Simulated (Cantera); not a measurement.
A freely propagating, adiabatic, planar premixed flame of 23.7 % H2, 17.2 % O2, 51.5 % N2, 7.65 % H2O, equivalence ratio 0.69, unburnt at 675 K and 975 Torr; mixture-averaged transport, grid criteria slope 0.08 and curve 0.16, no radiation.

Model: the H2/O2 subset of GRI-Mech 3.0, which has no nitrogen chemistry, integrated in Cantera. Burning velocities carry a grid error of a few per cent, more on coarse grids. Lean hydrogen flames are cellular in practice and burn faster than this planar one.

x: mole fraction of selected species; z is measured from the peak of heat release.

```tsv
z (mm)	T (K)	u (m/s)	x H2	x O2	x H2O	x H	x H2O2	x HO2
-0.874	675	7.19	0.237	0.172	0.0765	<1e-8	<1e-8	<1e-8
-0.583	675	7.19	0.237	0.172	0.0765	<1e-8	<1e-8	<1e-8
-0.437	675	7.19	0.237	0.172	0.0765	<1e-8	<1e-8	(withheld)
-0.291	675	7.19	0.236	0.172	0.0765	2.44e-8	<1e-8	(withheld)
-0.146	692	7.31	0.229	0.173	0.0782	9.17e-5	5.37e-6	(withheld)
-0.0728	873	8.98	0.195	0.169	0.0983	0.00299	2.56e-5	(withheld)
0	1259	12.6	0.116	0.138	0.172	0.0181	1.30e-5	(withheld)
0.0728	1559	15.4	0.0494	0.0913	0.252	0.0289	5.17e-6	(withheld)
0.146	1719	16.8	0.0296	0.0733	0.282	0.0260	2.86e-6	(withheld)
0.291	1883	18.3	0.0226	0.0665	0.299	0.0174	1.50e-6	(withheld)
0.583	2033	19.5	0.0170	0.0631	0.313	0.00949	8.83e-7	(withheld)
1.17	2153	20.5	0.0110	0.0609	0.326	0.00435	5.94e-7	(withheld)
2.33	2237	21.2	0.00613	0.0599	0.337	0.00166	4.48e-7	(withheld)
```

Task: Some entries are withheld; supply them.

Result: 
- -0.437, x HO2: 1.82e-8
- -0.291, x HO2: 1.36e-6
- -0.146, x HO2: 0.000301
- -0.0728, x HO2: 0.000398
- 0, x HO2: 0.000190
- 0.0728, x HO2: 9.76e-5
- 0.146, x HO2: 6.35e-5
- 0.291, x HO2: 4.10e-5
- 0.583, x HO2: 2.46e-5
- 1.17, x HO2: 1.40e-5
- 2.33, x HO2: 8.43e-6
